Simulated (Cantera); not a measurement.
Feed: 1 mol Si2H6, 1.2 mol NO, 0.17 mol H2, held at 923 K and 2200 Pa.

Equilibrium computed with Cantera from the NASA thermochemical tables; the gas is ideal and each condensed phase is pure. Candidate condensed phases: H2O, Si, SiO2, Si2N2O, Si3N4; 35 gas species. The feed counts by its element totals alone. Rates play no part.

Base state: H2 1.00 (mole fractions); condensed: Si(s) + SiO2(β-quartz) + Si2N2O(s).

Q: What changes in the equilibrium state with this change: Si2H6 replaced by HMDSO?

A: 
```json
[
 {"species": "H2", "before": "1.00", "after": "0.995"},
 {"species": "CH4", "before": "0", "after": "0.00507"},
 {"species": "Si(s), mol", "before": "0.500", "after": "0"},
 {"species": "SiO2(β-quartz), mol", "before": "0.300", "after": "0.800"},
 {"species": "Si2N2O(s), mol", "before": "0.600", "after": "0.600"},
 {"species": "C(graphite), mol", "before": "0", "after": "5.95"}
]
```
Further candidate phases: C, C6H6, C7H8, C8H18, SiC.

Q: What changes in the equilibrium state with this change: NO from 1.2 to 4.3 mol?

A: 
| species | before | after |
|---|---|---|
| H2 | 1.00 | 0.539 |
| N2 | <1e-9 | 0.404 |
| H2O | <1e-9 | 0.0564 |
| Si(s), mol | 0.500 | 0 |
| SiO2(β-quartz), mol | 0.300 | 2.00 |
| Si2N2O(s), mol | 0.600 | 0 |

Q: What changes in the equilibrium state with this change: NO from 1.2 to 13 mol?

A: 
```json
[
 {"species": "N2", "before": "<1e-9", "after": "0.516"},
 {"species": "H2O", "before": "<1e-9", "after": "0.252"},
 {"species": "O2", "before": "<1e-9", "after": "0.232"},
 {"species": "H2", "before": "1.00", "after": "<1e-9"},
 {"species": "NO", "before": "<1e-9", "after": "1.06e-5"},
 {"species": "Si(s), mol", "before": "0.500", "after": "0"},
 {"species": "SiO2(β-quartz), mol", "before": "0.300", "after": "2.00"},
 {"species": "Si2N2O(s), mol", "before": "0.600", "after": "0"}
]
```
